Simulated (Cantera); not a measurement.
Cantera run, input and output.

```python
import numpy as np
import cantera as ct

gas = ct.Solution("gri30.yaml")
gas.TPX = 700, 770000, {'CH4': 1, 'O2': 4.35, 'N2': 16.3, 'H2O': 1.5}
inlet = ct.Reservoir(gas, clone=True)
gas.equilibrate("HP")  # start burning
reactor = ct.IdealGasConstPressureReactor(gas, energy="on", clone=False)
exhaust = ct.Reservoir(gas, clone=True)
tau = [0.046, 0.018, 0.0068, 0.0026, 0.00098, 0.00037, 0.00014, 5.5e-05, 2.1e-05, 7.9e-06, 3e-06][0]
for a, b in ((inlet, reactor), (reactor, exhaust)):
    ct.MassFlowController(a, b, mdot=lambda t: reactor.mass / tau)
net = ct.ReactorNet([reactor])
show = ['CH4', 'O2', 'H2O', 'N2O', 'C2H6', 'CH2', 'C2H2']

rows = []
print(f"{'tau/s':>10s}{'T/K':>9s}" + "".join(f"{s:>11s}" for s in show))
for tau in [0.046, 0.018, 0.0068, 0.0026, 0.00098, 0.00037, 0.00014, 5.5e-05, 2.1e-05, 7.9e-06, 3e-06]:
    net.initial_time = 0.0
    net.advance(30 * tau)
    before = gas.X
    net.advance(40 * tau)
    drift = np.max(np.abs(gas.X - before) / (gas.X + 1e-9))
    rows.append([gas.T, *gas[show].X, drift])
    print(f"{tau:10.3e}{gas.T:9.1f}" + "".join(f"{x:11.3e}" for x in gas[show].X))
```

It prints:

```
     tau/s      T/K        CH4         O2        H2O        N2O       C2H6        CH2       C2H2
 4.600e-02   1655.3  1.536e-05  1.015e-01  1.510e-01  5.749e-07  4.217e-09  7.166e-09  1.336e-08
 1.800e-02   1653.4  3.136e-05  1.017e-01  1.509e-01  8.393e-07  1.564e-08  1.797e-08  4.121e-08
 6.800e-03   1649.2  6.607e-05  1.019e-01  1.507e-01  1.209e-06  5.861e-08  4.543e-08  1.200e-07
 2.600e-03   1640.2  1.451e-04  1.025e-01  1.504e-01  1.536e-06  2.291e-07  1.085e-07  3.341e-07
 9.800e-04   1614.0  3.960e-04  1.043e-01  1.494e-01  1.508e-06  1.329e-06  2.316e-07  1.097e-06
 3.700e-04    700.0  4.320e-02  1.879e-01  6.479e-02 -1.536e-19 -4.605e-17  2.523e-30 -1.653e-18
 1.400e-04    700.0  4.320e-02  1.879e-01  6.479e-02  3.056e-24  8.245e-22  3.604e-31  1.930e-23
 5.500e-05    700.0  4.320e-02  1.879e-01  6.479e-02  2.011e-25  1.715e-23  5.676e-32 -5.119e-28
 2.100e-05    700.0  4.320e-02  1.879e-01  6.479e-02  3.204e-26  8.968e-25  8.749e-33  1.666e-31
 7.900e-06    700.0  4.320e-02  1.879e-01  6.479e-02  5.864e-27  3.787e-26  1.295e-33 -2.278e-35
 3.000e-06    700.0  4.320e-02  1.879e-01  6.479e-02  1.460e-27  4.172e-27  3.797e-34 -3.334e-39
```

Detailed kinetics in Cantera: GRI-Mech 3.0 (53 species, 325 reactions).
